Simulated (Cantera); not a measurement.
**Adiabatic ignition**

An adiabatic, constant-pressure homogeneous reactor starts with 15.1 % CH4, 1.51 % CO, 14.1 % O2, 69.2 % N2, equivalence ratio 2.2, at 1448 K and 9.87 atm.

Detailed kinetics in Cantera: GRI-Mech 3.0 (53 species, 325 reactions).

| t (s) | T (K) | x CH4 | x CO | x O2 | x NO2 | x HO2 |
|---|---|---|---|---|---|---|
| 3.00e-6 | 1448 | 0.151 | 0.0151 | 0.141 | <1e-12 | 1.17e-6 |
| 7.25e-6 | 1448 | 0.151 | 0.0151 | 0.141 | <1e-12 | 2.15e-6 |
| 1.75e-5 | 1448 | 0.151 | 0.0151 | 0.141 | <1e-12 | 2.91e-6 |
| 4.24e-5 | 1448 | 0.151 | 0.0151 | 0.141 | <1e-12 | 3.31e-6 |
| 0.000103 | 1450 | 0.151 | 0.0151 | 0.141 | <1e-12 | 5.33e-6 |
| 0.000248 | 1457 | 0.149 | 0.0153 | 0.140 | <1e-12 | 1.23e-5 |
| 0.000599 | 1591 | 0.121 | 0.0249 | 0.119 | 3.08e-11 | 9.42e-5 |
| 0.00145 | 2295 | 0.000274 | 0.128 | 1.53e-7 | 1.78e-10 | 3.52e-10 |
| 0.00350 | 2293 | 2.47e-8 | 0.129 | 1.49e-7 | 1.87e-10 | 3.44e-10 |
| 0.00847 | 2294 | 4.65e-9 | 0.129 | 1.50e-7 | 9.76e-11 | 3.45e-10 |
| 0.0205 | 2294 | 4.50e-9 | 0.129 | 1.50e-7 | 5.10e-11 | 3.46e-10 |
| 0.0495 | 2294 | 4.48e-9 | 0.129 | 1.50e-7 | 3.59e-11 | 3.46e-10 |
| 0.120 | 2294 | 4.47e-9 | 0.129 | 1.50e-7 | 3.44e-11 | 3.46e-10 |
| 0.290 | 2294 | 4.47e-9 | 0.129 | 1.50e-7 | 3.44e-11 | 3.46e-10 |
| 0.700 | 2294 | 4.47e-9 | 0.129 | 1.50e-7 | 3.44e-11 | 3.46e-10 |
x: mole fraction; the columns are a selection and need not sum to one.

| Quantity | Value |
|---|---|
| time of steepest temperature rise | 0.649 ms |
| temperature at 0.700 s | 2294 K |
| equilibrium temperature | 2294 K |
| x(CH4) at 0.700 s | 4.47e-9 (gas-phase equilibrium 5.04e-9) |
| x(CO) at 0.700 s | 0.129 (gas-phase equilibrium 0.129) |
| x(O2) at 0.700 s | 1.50e-7 (gas-phase equilibrium 1.50e-7) |
